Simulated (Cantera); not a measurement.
Diamond growth

A diamond (100) surface in a fixed gas of H2 with x(CH4) = 0.0032, x(CH3) = 0.0017, at 1400 K, 0.00987 atm; coverages are run to steady state.

Model: the Harris–Goodwin 1993 mechanism for the reconstructed diamond (100) surface, integrated in Cantera.

```json
[
 {"x(H)": "0.0001", "growth (µm/h)": "0.00317", "θ c6HH": "0.701", "θ c6H*": "0.0290", "θ c6*H": "0.266", "θ c6**": "0.00331", "θ c6HM": "3.94e-5"},
 {"x(H)": "0.00021", "growth (µm/h)": "0.0168", "θ c6HH": "0.585", "θ c6H*": "0.0400", "θ c6*H": "0.366", "θ c6**": "0.00848", "θ c6HM": "5.44e-5"},
 {"x(H)": "0.00043", "growth (µm/h)": "0.0687", "θ c6HH": "0.486", "θ c6H*": "0.0488", "θ c6*H": "0.446", "θ c6**": "0.0175", "θ c6HM": "6.70e-5"},
 {"x(H)": "0.00089", "growth (µm/h)": "0.229", "θ c6HH": "0.415", "θ c6H*": "0.0545", "θ c6*H": "0.499", "θ c6**": "0.0298", "θ c6HM": "7.69e-5"},
 {"x(H)": "0.0019", "growth (µm/h)": "0.623", "θ c6HH": "0.370", "θ c6H*": "0.0575", "θ c6*H": "0.526", "θ c6**": "0.0429", "θ c6HM": "8.64e-5"},
 {"x(H)": "0.0039", "growth (µm/h)": "1.29", "θ c6HH": "0.347", "θ c6H*": "0.0588", "θ c6*H": "0.538", "θ c6**": "0.0527", "θ c6HM": "9.72e-5"},
 {"x(H)": "0.008", "growth (µm/h)": "2.19", "θ c6HH": "0.335", "θ c6H*": "0.0594", "θ c6*H": "0.544", "θ c6**": "0.0593", "θ c6HM": "0.000110"},
 {"x(H)": "0.017", "growth (µm/h)": "3.20", "θ c6HH": "0.329", "θ c6H*": "0.0597", "θ c6*H": "0.546", "θ c6**": "0.0636", "θ c6HM": "0.000122"},
 {"x(H)": "0.034", "growth (µm/h)": "4.07", "θ c6HH": "0.326", "θ c6H*": "0.0599", "θ c6*H": "0.547", "θ c6**": "0.0659", "θ c6HM": "0.000130"}
]
```
θ: site fractions in the mechanism's names (c6HH fully hydrogenated, c6H* and c6*H radical sites, c6** diradical, c6HM methylated).
